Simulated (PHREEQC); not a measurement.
Solution (60 °C): 0.0018 mol/kgw KH2PO4 and 0.18 mol/kgw KOH. Closed to the air; pH follows from the charge balance.

Equilibrium calculation in PHREEQC: ion-association model, wateq4f.dat.

| quantity | before | after |
|---|---|---|
| pH | 12.13 | 11.90 |
| ionic strength (mol/kgw) | 0.186 | 0.186 |

Problem. Which change was made?
A) KOH replaced by K2SO4 at the same molality
B) KOH from 0.18 to 0.9 mol/kgw
C) diluted 10-fold with water
D) temperature from 60 to 70 °C
E) 0.05 mol/kgw NaCl added

Solution. D, temperature from 60 to 70 °C

This is a speciation only: nothing precipitates in the calculation. H3PO4, which wateq4f.dat lacks, is added to it with the constant of phreeqc.dat. At this temperature some constants are extrapolated from 25 °C, and those without enthalpy data are left unchanged.
